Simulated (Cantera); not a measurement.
An adiabatic, constant-volume homogeneous reactor starts with 9.39 % CH₄, 1.41 % CO, 10.2 % O₂, 79.0 % N₂, equivalence ratio 1.9, at 1325 K and 7.01 atm.

Computed with Cantera and GRI-Mech 3.0 (53 species, 325 reactions).

### Question
Predict: time of steepest temperature rise; temperature at 7.00 s; equilibrium temperature; x(CO) at 7.00 s; x(O₂) at 7.00 s.

### Answer
time of steepest temperature rise: 4.86 ms
temperature at 7.00 s: 2322 K
equilibrium temperature: 2322 K
x(CO) at 7.00 s: 0.0843 (gas-phase equilibrium 0.0843)
x(O₂) at 7.00 s: 4.24e-7 (gas-phase equilibrium 4.24e-7)
